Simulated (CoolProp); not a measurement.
Vapour-liquid equilibrium of hydrogen sulfide (1) + isobutane (2) at 19.7 bar; x and y are mole fractions of (1).

Model: multi-fluid Helmholtz-energy mixture model, Lemmon 2006 and Bücker 2006; pair parameters Kunz 2012, in CoolProp.

```
x      bubble temperature (K)  y at the bubble point  dew temperature at overall composition x (K)  liquid density (mol/L)
-----  ----------------------  ---------------------  --------------------------------------------  ----------------------
0.05                    364.4                  0.139                                         369.7                   7.914
0.125                   352.3                  0.332                                         365.2                   8.684
0.2                     341.6                  0.488                                         360.7                   9.456
0.275                   332.6                  0.602                                         356.0                   10.23
0.35                    325.3                  0.685                                         351.2                   11.01
0.425                   319.6                  0.745                                         346.1                   11.83
0.5                     315.0                  0.791                                         340.6                   12.71
0.575                   311.3                  0.828                                         334.8                   13.67
0.65                    308.2                  0.860                                         328.5                   14.74
0.725                   305.4                  0.889                                         321.6                   15.98
0.8                     303.0                  0.917                                         314.1                   17.42
0.875                   300.7                  0.946                                         306.7                   19.14
0.95                    298.6                  0.977                                         300.4                   21.20
```

No azeotrope shows between x = 0.05 and 0.95.

The pair parameters rest on a limited set of measurements; away from them the model extrapolates. The gap from Raoult's law changes sign with composition, which may be real or a fault of the pair parameters; it wasn't checked against measurements.
